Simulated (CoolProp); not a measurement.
Saturation properties of propylene.

Model: reference Helmholtz-energy equation of state, Lemmon 2013, in CoolProp.

| T (K) | p (MPa) | liquid density (kg/m³) | vapour viscosity (µPa s) |
|---|---|---|---|
| 268.7 | 0.5102 | 552.6 | 7.66 |
| 275 | 0.6170 | 543.4 | 7.88 |
| 281.2 | 0.7374 | 534.0 | 8.13 |
| 287.5 | 0.8766 | 524.0 | 8.39 |
| 293.7 | 1.032 | 513.9 | 8.68 |
| 300 | 1.209 | 503.1 | 9.00 |
| 306.2 | 1.404 | 491.9 | 9.35 |
| 312.5 | 1.624 | 479.9 | 9.75 |
| 318.7 | 1.865 | 467.3 | 10.2 |
| 325 | 2.136 | 453.5 | 10.7 |
| 331.2 | 2.430 | 438.7 | 11.3 |
| 337.5 | 2.758 | 422.0 | 12.1 |
| 343.7 | 3.113 | 403.2 | 13.0 |
| 350 | 3.508 | 380.4 | 14.3 |
| 356.2 | 3.936 | 351.1 | 16.1 |

It boils at 225.5 K under 1 atm.

Viscosity comes from a separate model (Huber 2003), an estimate that may be off by 10 % or more.
